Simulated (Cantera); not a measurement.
## Sublimation and decomposition of ceramics: AlN + H₂

Charge: 1 mol AlN, 0.012 mol H₂, held at 0.000650 bar.

Equilibrium computed with Cantera from the NASA thermochemical tables; the gas is ideal and each condensed phase is pure. Candidate condensed phases: Al, AlN; 13 gas species. Kinetics and transport are ignored.

```json
[
 {"T (°C)": "1327", "x H₂": "0.994", "x Al": "0.00252", "x N₂": "0.00129", "x H": "0.00213", "x AlH": "5.37e-5", "x Al₂": "1.70e-8", "x N": "<1e-12", "x AlN": "<1e-12", "n AlN(s)": "1.000"},
 {"T (°C)": "1377", "x H₂": "0.986", "x Al": "0.00663", "x N₂": "0.00337", "x H": "0.00354", "x AlH": "0.000119", "x Al₂": "7.93e-8", "x N": "4.54e-12", "x AlN": "<1e-12", "n AlN(s)": "1.000"},
 {"T (°C)": "1427", "x H₂": "0.969", "x Al": "0.0164", "x N₂": "0.00834", "x H": "0.00569", "x AlH": "0.000250", "x Al₂": "3.37e-7", "x N": "1.99e-11", "x AlN": "<1e-12", "n AlN(s)": "1.000"},
 {"T (°C)": "1477", "x H₂": "0.932", "x Al": "0.0387", "x N₂": "0.0196", "x H": "0.00881", "x AlH": "0.000498", "x Al₂": "1.31e-6", "x N": "8.04e-11", "x AlN": "4.60e-12", "n AlN(s)": "0.999"},
 {"T (°C)": "1527", "x H₂": "0.856", "x Al": "0.0867", "x N₂": "0.0438", "x H": "0.0130", "x AlH": "0.000930", "x Al₂": "4.74e-6", "x N": "3.00e-10", "x AlN": "2.23e-11", "n AlN(s)": "0.999"},
 {"T (°C)": "1577", "x H₂": "0.701", "x Al": "0.186", "x N₂": "0.0937", "x H": "0.0177", "x AlH": "0.00158", "x Al₂": "1.59e-5", "x N": "1.04e-9", "x AlN": "9.88e-11", "n AlN(s)": "0.997"},
 {"T (°C)": "1627", "x H₂": "0.403", "x Al": "0.383", "x N₂": "0.192", "x H": "0.0198", "x AlH": "0.00218", "x Al₂": "5.03e-5", "x N": "3.40e-9", "x AlN": "4.05e-10", "n AlN(s)": "0.989"},
 {"T (°C)": "1677", "x H₂": "0.00598", "x Al": "0.660", "x N₂": "0.330", "x H": "0.00348", "x AlH": "0.000407", "x Al₂": "0.000113", "x N": "9.70e-9", "x AlN": "1.25e-9", "n AlN(s)": "0"},
 {"T (°C)": "1727", "x H₂": "0.00540", "x Al": "0.659", "x N₂": "0.330", "x H": "0.00469", "x AlH": "0.000346", "x Al₂": "8.63e-5", "x N": "2.03e-8", "x AlN": "1.68e-9", "n AlN(s)": "0"},
 {"T (°C)": "1777", "x H₂": "0.00471", "x Al": "0.659", "x N₂": "0.330", "x H": "0.00611", "x AlH": "0.000290", "x Al₂": "6.68e-5", "x N": "4.11e-8", "x AlN": "2.23e-9", "n AlN(s)": "0"},
 {"T (°C)": "1827", "x H₂": "0.00395", "x Al": "0.659", "x N₂": "0.329", "x H": "0.00768", "x AlH": "0.000239", "x Al₂": "5.24e-5", "x N": "8.03e-8", "x AlN": "2.91e-9", "n AlN(s)": "0"},
 {"T (°C)": "1877", "x H₂": "0.00316", "x Al": "0.658", "x N₂": "0.329", "x H": "0.00929", "x AlH": "0.000194", "x Al₂": "4.15e-5", "x N": "1.52e-7", "x AlN": "3.76e-9", "n AlN(s)": "0"},
 {"T (°C)": "1927", "x H₂": "0.00240", "x Al": "0.658", "x N₂": "0.329", "x H": "0.0108", "x AlH": "0.000154", "x Al₂": "3.32e-5", "x N": "2.80e-7", "x AlN": "4.80e-9", "n AlN(s)": "0"}
]
```
x: gas mole fraction; n: condensed amount in mol.

From 1327 °C to 1627 °C the condensed part is AlN(s). From 1677 °C to 1927 °C nothing is condensed. The main Al-bearing gas is Al throughout.
